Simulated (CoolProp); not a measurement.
Vapour-liquid equilibrium of cyclohexane (1) + ethylbenzene (2) at 348.9 K; x and y are mole fractions of (1).

Values from CoolProp's multi-fluid Helmholtz-energy mixture model, Zhou 2014 and Zhou 2012; pair parameters Bell 2016.

```
x     bubble pressure (MPa)  y at the bubble point  dew pressure at overall composition x (MPa)  liquid density (mol/L)
----  ---------------------  ---------------------  -------------------------------------------  ----------------------
0.05                0.01882                  0.279                                      0.01488                   7.741
0.2                 0.03213                  0.639                                      0.01725                   7.868
0.35                0.04426                  0.782                                      0.02050                   7.996
0.5                 0.05508                  0.859                                      0.02525                   8.128
0.65                0.06489                  0.911                                      0.03280                   8.264
0.8                 0.07423                  0.951                                      0.04642                   8.406
0.95                0.08373                  0.988                                      0.07403                   8.556
```

No azeotrope shows between x = 0.05 and 0.95.

Pair parameters are fitted to limited data, so mixtures are less certain than the pure fluids.
